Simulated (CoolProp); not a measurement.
Vapour-liquid equilibrium of ethylbenzene (1) + o-xylene (2) at 2.49 kPa; x and y are mole fractions of (1).

Model: multi-fluid Helmholtz-energy mixture model, Zhou 2012 and Zhou 2012; pair parameters Bell 2016, in CoolProp.

Problem. Give the bubble temperature and the first vapour's composition at x = 0.05, 0.125, 0.5. Is there an azeotrope?

Solution. x = 0.05: 316.4 K, y = 0.069; x = 0.125: 315.8 K, y = 0.169; x = 0.5: 313.0 K, y = 0.588. No azeotrope shows between x = 0.05 and 0.95.

The pair parameters rest on a limited set of measurements; away from them the model extrapolates.
